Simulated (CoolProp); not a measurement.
Vapour-liquid equilibrium of hydrogen sulfide (1) + benzene (2) at 335.4 K; x and y are mole fractions of (1).

The numbers come from the multi-fluid Helmholtz-energy mixture model, Lemmon 2006 and Thol 2012; pair parameters Bell 2016 in CoolProp.

Problem. Give the bubble pressure and the first vapour's composition at x = 0.5, 0.65, 0.8. Is there an azeotrope?

Solution. x = 0.5: 1925 kPa, y = 0.976; x = 0.65: 2597 kPa, y = 0.985; x = 0.8: 3349 kPa, y = 0.991. No azeotrope shows between x = 0.05 and 0.95.

The pair parameters rest on a limited set of measurements; away from them the model extrapolates.
